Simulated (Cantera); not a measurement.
## Pyrogenic steam for wet oxidation

A perfectly stirred reactor is fed with H2 : O2 : N2 = 1.2 : 1 : 7.4 (molar parts), at 750 Torr; it is held at 1173 K, and followed from long to short residence time.

Model: the H2/O2 subset of GRI-Mech 3.0, which has no nitrogen chemistry, integrated in Cantera. The temperature is held fixed by assumption; the heat of reaction is taken as removed at once.

```json
[
 {"τ (s)": "1.3", "x H2": "0.000122", "x O2": "0.0445", "x H2O2": "3.09e-7", "x H2O": "0.133", "x O": "4.64e-6", "x OH": "4.57e-5", "x HO2": "4.30e-6"},
 {"τ (s)": "0.59", "x H2": "0.000207", "x O2": "0.0445", "x H2O2": "4.93e-7", "x H2O": "0.133", "x O": "8.47e-6", "x OH": "5.89e-5", "x HO2": "6.69e-6"},
 {"τ (s)": "0.27", "x H2": "0.000345", "x O2": "0.0446", "x H2O2": "7.67e-7", "x H2O": "0.133", "x O": "1.53e-5", "x OH": "7.68e-5", "x HO2": "9.89e-6"},
 {"τ (s)": "0.13", "x H2": "0.000547", "x O2": "0.0447", "x H2O2": "1.12e-6", "x H2O": "0.133", "x O": "2.65e-5", "x OH": "1.00e-4", "x HO2": "1.36e-5"},
 {"τ (s)": "0.058", "x H2": "0.000891", "x O2": "0.0448", "x H2O2": "1.59e-6", "x H2O": "0.132", "x O": "4.78e-5", "x OH": "0.000136", "x HO2": "1.83e-5"},
 {"τ (s)": "0.027", "x H2": "0.00139", "x O2": "0.0450", "x H2O2": "2.09e-6", "x H2O": "0.132", "x O": "8.20e-5", "x OH": "0.000185", "x HO2": "2.30e-5"},
 {"τ (s)": "0.012", "x H2": "0.00220", "x O2": "0.0454", "x H2O2": "2.65e-6", "x H2O": "0.131", "x O": "0.000143", "x OH": "0.000258", "x HO2": "2.81e-5"},
 {"τ (s)": "0.0056", "x H2": "0.00334", "x O2": "0.0459", "x H2O2": "3.19e-6", "x H2O": "0.129", "x O": "0.000234", "x OH": "0.000356", "x HO2": "3.26e-5"}
]
```
x: mole fraction; the columns are a selection and need not sum to one.
